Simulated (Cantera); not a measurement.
A closed system holds: 1 mol Fe(CO)5, a varied amount of O2, 3 mol H2, held at 1250 K and 1.00 bar.

Method: chemical equilibrium by Gibbs-energy minimisation in Cantera with the NASA 1993 tables (ideal gas, pure condensed phases). Candidate condensed phases: C, C6H6, C7H8, C8H18, Fe, Fe(CO)5, FeO, Fe(OH)2, Fe(OH)3, Fe2O3, Fe3O4, H2O; 114 gas species. Condensed phases not in the tables: cementite and carbon dissolved in iron. Equilibrium is a limit: real reactors are often held back by kinetics, nucleation or transport.

x: gas mole fraction; n: condensed amount in mol.

```json
[
 {"n(O2) (mol)": "0.014", "x CO": "0.621", "x H2": "0.370", "x CO2": "0.00371", "x H2O": "0.00346", "n C(graphite)": "0.0171", "n Fe(γ)": "1.00"},
 {"n(O2) (mol)": "0.02", "x CO": "0.621", "x H2": "0.370", "x CO2": "0.00372", "x H2O": "0.00346", "n C(graphite)": "0.00522", "n Fe(γ)": "1.00"},
 {"n(O2) (mol)": "0.027", "x CO": "0.621", "x H2": "0.369", "x CO2": "___", "x H2O": "___", "n C(graphite)": "0", "n Fe(γ)": "1.00"},
 {"n(O2) (mol)": "0.037", "x CO": "0.620", "x H2": "0.369", "x CO2": "0.00534", "x H2O": "0.00497", "n C(graphite)": "0", "n Fe(γ)": "1.00"},
 {"n(O2) (mol)": "0.052", "x CO": "0.618", "x H2": "0.367", "x CO2": "___", "x H2O": "___", "n C(graphite)": "0", "n Fe(γ)": "1.00"},
 {"n(O2) (mol)": "0.071", "x CO": "0.616", "x H2": "0.365", "x CO2": "0.00950", "x H2O": "0.00883", "n C(graphite)": "0", "n Fe(γ)": "1.00"},
 {"n(O2) (mol)": "0.098", "x CO": "0.612", "x H2": "0.363", "x CO2": "0.0129", "x H2O": "0.0120", "n C(graphite)": "0", "n Fe(γ)": "1.00"}
]
```

Q: Complete the blanks.

A: 
- 0.052, x CO2: 0.00714
- 0.052, x H2O: 0.00664
- 0.027, x CO2: 0.00419
- 0.027, x H2O: 0.00390
